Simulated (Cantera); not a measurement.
Cantera with NASA thermochemical tables; ideal gases at 1 bar, condensed phases pure. Values are per mole of reaction as written; species without (g) are pure solids or liquids, kept so even where they would boil at 1 bar.

### Question
Between 300 and 2948 K, where is each reaction favourable under standard conditions?
- 2 BaF₂ + H₂O₂(g) → H₂(g) + 2 F₂(g) + 2 BaO

### Answer
- 2 BaF₂ + H₂O₂(g) → H₂(g) + 2 F₂(g) + 2 BaO: ΔG° is 1381 kJ at 300 K and 820 kJ at 2948 K; it stays positive (K < 1). ΔH° is 1425 kJ and ΔS° 205 J/K at 2948 K.
